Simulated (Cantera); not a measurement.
A Cantera script and its output.

```python
import numpy as np
import cantera as ct

gas = ct.Solution("gri30.yaml")
gas.TPX = 650, 210000, {'CH4': 1, 'C2H6': 0.061, 'C3H8': 0.66, 'O2': 9.19, 'N2': 27}
inlet = ct.Reservoir(gas, clone=True)
gas.equilibrate("HP")  # start burning
reactor = ct.IdealGasConstPressureReactor(gas, energy="on", clone=False)
exhaust = ct.Reservoir(gas, clone=True)
tau = [0.054, 0.023, 0.01, 0.0043, 0.0019, 0.00081, 0.00035, 0.00015, 6.4e-05, 2.8e-05][0]
for a, b in ((inlet, reactor), (reactor, exhaust)):
    ct.MassFlowController(a, b, mdot=lambda t: reactor.mass / tau)
net = ct.ReactorNet([reactor])
show = ['CH4', 'C2H6', 'C3H8', 'NO', 'CH2']

rows = []
print(f"{'tau/s':>10s}{'T/K':>9s}" + "".join(f"{s:>11s}" for s in show))
for tau in [0.054, 0.023, 0.01, 0.0043, 0.0019, 0.00081, 0.00035, 0.00015, 6.4e-05, 2.8e-05]:
    net.initial_time = 0.0
    net.advance(30 * tau)
    before = gas.X
    net.advance(40 * tau)
    drift = np.max(np.abs(gas.X - before) / (gas.X + 1e-9))
    rows.append([gas.T, *gas[show].X, drift])
    print(f"{tau:10.3e}{gas.T:9.1f}" + "".join(f"{x:11.3e}" for x in gas[show].X))
```

Result:

```
     tau/s      T/K        CH4       C2H6       C3H8         NO        CH2
 5.400e-02   2159.5  1.097e-06  1.044e-08  1.209e-07  1.125e-03  2.613e-08
 2.300e-02   2157.2  2.349e-06  2.343e-08  2.701e-07  5.923e-04  5.896e-08
 1.000e-02   2151.1  4.649e-06  4.998e-08  5.711e-07  3.322e-04  1.258e-07
 4.300e-03   2139.0  8.693e-06  1.033e-07  1.159e-06  1.987e-04  2.576e-07
 1.900e-03   2119.3  1.534e-05  2.011e-07  2.196e-06  1.248e-04  4.886e-07
 8.100e-04   2087.8  2.778e-05  3.960e-07  4.166e-06  7.540e-05  9.112e-07
 3.500e-04   2043.4  5.168e-05  7.792e-07  7.873e-06  4.443e-05  1.637e-06
 1.500e-04   1982.1  1.043e-04  1.623e-06  1.576e-05  2.556e-05  2.949e-06
 6.400e-05   1898.0  2.453e-04  3.869e-06  3.624e-05  1.360e-05  5.593e-06
 2.800e-05   1759.3  9.047e-04  1.454e-05  1.301e-04  4.398e-06  1.281e-05
```

Cantera simulation using GRI-Mech 3.0 (53 species, 325 reactions); the numbers are that mechanism's predictions, not measurements. GRI-Mech 3.0 was tuned for natural gas; its chemistry of propane as a main component is partial and can be far from experiment.
